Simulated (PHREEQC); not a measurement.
1 kg of water holding 0.011 mol/kgw NaBr and 0.03 mol/kgw MgBr2 is evaporated at 25 °C; the solids stay in contact with the brine. No CO2 enters from the air. Only these solids could form: Brucite.

All values are PHREEQC results (Pitzer model, pitzer.dat), not measurements.

```tsv
water left (kg)	ionic strength	water activity	Mg in solution (mol/kgw)	Br in solution (mol/kgw)
1	0.101	0.998	0.0300	0.0710
0.8219	0.123	0.998	0.0365	0.0864
0.6755	0.150	0.997	0.0444	0.105
0.5552	0.182	0.997	0.0540	0.128
0.4563	0.221	0.996	0.0657	0.156
0.375	0.269	0.995	0.0800	0.189
0.3082	0.328	0.994	0.0973	0.230
0.2533	0.399	(withheld)	0.118	0.280
0.2082	0.485	0.991	0.144	0.341
0.1711	0.590	(withheld)	0.175	0.415
0.1156	0.874	0.984	0.259	0.614
0.09502	1.06	0.980	0.316	0.747
0.07809	1.29	0.975	0.384	0.909
0.06418	1.57	0.969	0.467	1.11
0.05275	1.91	0.960	0.569	1.35
0.04335	2.33	0.949	0.692	1.64
0.03564	2.83	(withheld)	0.842	1.99
0.0293	3.45	0.916	1.02	2.42
0.02407	4.20	0.890	1.25	2.95
0.01979	5.10	0.855	1.52	3.59
```

Complete the blanks.


- 0.2533, water activity: 0.993
- 0.1711, water activity: 0.989
- 0.03564, water activity: 0.935
